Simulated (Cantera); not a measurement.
What does this Cantera script print?

```python
import numpy as np
import cantera as ct

gas_names = """
    H H2 N NH NH2 NH3 N2 N2H2 N2H4 Si SiH SiH2 SiH3 SiH4 SiN Si2 Si2N Si3
""".split()
cond_names = """
    Si(cr) Si(L) Si3N4(a)
""".split()


# ... load() reads the species with a 1 bar reference pressure and builds the phases ...
atoms = {
    'trisilylamine': {'Si': 3, 'N': 1, 'H': 9},
    'NH3': {'N': 1, 'H': 3},
}
top_T = {'Si3N4(a)': 2400}  # K; cautious upper limits of use, not melting points


# ... equilibrate(T, P, feed) seeds the gas with the atoms and calls Mixture.equilibrate('TP', solver="vcs", rtol=1e-11, max_steps=5000) ...
results = []
feed = {'trisilylamine': 1, 'NH3': 14}  # mol
P = 620  # Pa
for T in [1423, 1473, 1523, 1573, 1623, 1673, 1723, 1773, 1823, 1873, 1923, 1973, 2023]:
    mix = equilibrate(T, P, feed)
    results.append((T, P, feed, dict(zip(mix.species_names, mix.species_moles))))
    x = sorted(zip(gas.X, gas.species_names), reverse=True)
    print(f"T = {T:g} K  P = {P:g} Pa  gas = {mix.phase_moles(0):.4g} mol")
    print("   x: " + "  ".join(f"{s} {v:.3e}" for v, s in x if v > 0.001))
    print("   condensed (mol): " + ("  ".join(f"{mix.phase(i).name} {mix.phase_moles(i):.4g}"
          for i in range(1, mix.n_phases) if mix.phase_moles(i) > 1e-12) or "none"))
```

It prints:

```
T = 1423 K  P = 620 Pa  gas = 31 mol
   x: H2 8.225e-01  N2 1.774e-01
   condensed (mol): Si3N4(a) 1
T = 1473 K  P = 620 Pa  gas = 31 mol
   x: H2 8.224e-01  N2 1.774e-01
   condensed (mol): Si3N4(a) 1
T = 1523 K  P = 620 Pa  gas = 31 mol
   x: H2 8.223e-01  N2 1.774e-01
   condensed (mol): Si3N4(a) 1
T = 1573 K  P = 620 Pa  gas = 31.01 mol
   x: H2 8.221e-01  N2 1.774e-01
   condensed (mol): Si3N4(a) 1
T = 1623 K  P = 620 Pa  gas = 31.01 mol
   x: H2 8.218e-01  N2 1.774e-01
   condensed (mol): Si3N4(a) 0.9998
T = 1673 K  P = 620 Pa  gas = 31.02 mol
   x: H2 8.213e-01  N2 1.773e-01  H 1.311e-03
   condensed (mol): Si3N4(a) 0.9991
T = 1723 K  P = 620 Pa  gas = 33.04 mol
   x: H2 7.708e-01  N2 2.270e-01  H 2.033e-03
   condensed (mol): Si(L) 2.993
T = 1773 K  P = 620 Pa  gas = 33.06 mol
   x: H2 7.696e-01  N2 2.268e-01  H 3.169e-03
   condensed (mol): Si(L) 2.986
T = 1823 K  P = 620 Pa  gas = 33.1 mol
   x: H2 7.678e-01  N2 2.265e-01  H 4.821e-03
   condensed (mol): Si(L) 2.972
T = 1873 K  P = 620 Pa  gas = 33.17 mol
   x: H2 7.651e-01  N2 2.261e-01  H 7.170e-03  Si 1.422e-03
   condensed (mol): Si(L) 2.945
T = 1923 K  P = 620 Pa  gas = 33.27 mol
   x: H2 7.611e-01  N2 2.254e-01  H 1.044e-02  Si 2.736e-03
   condensed (mol): Si(L) 2.896
T = 1973 K  P = 620 Pa  gas = 33.43 mol
   x: H2 7.552e-01  N2 2.243e-01  H 1.489e-02  Si 5.089e-03
   condensed (mol): Si(L) 2.808
T = 2023 K  P = 620 Pa  gas = 33.67 mol
   x: H2 7.466e-01  N2 2.226e-01  H 2.084e-02  Si 9.177e-03
   condensed (mol): Si(L) 2.655
```

These are equilibrium values from Cantera (NASA tables, ideal gas, pure condensed phases), not measurements of a reactor. The feed counts by its element totals alone. The tables' values for SiN are old estimates; treat these amounts as uncertain. Gases not in the tables: Si2H6 and higher silanes.
